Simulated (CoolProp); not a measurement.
Saturation properties of isohexane (Tc = 224.6 °C, pc = 3.043 MPa, ω = 0.280).

Computed with CoolProp (reference Helmholtz-energy equation of state, Lemmon 2006). It is a short technical equation, of lower accuracy than the large ones.

```tsv
T (°C)	p (MPa)	vapour density (kg/m³)	liquid cp (kJ/(kg K))
87.15	0.2220	6.968	2.558
90.95	0.2454	7.671	2.579
94.75	0.2705	8.428	2.602
98.65	0.2984	9.267	2.625
102.45	0.3275	10.15	2.647
106.25	0.3588	11.09	2.671
110.05	0.3923	12.11	2.694
113.95	0.4290	13.23	2.719
117.75	0.4673	14.40	2.744
121.55	0.5080	15.66	2.770
125.45	0.5525	17.05	2.796
129.25	0.5987	18.50	2.823
```

It boils at 60.2 °C under 1 atm.
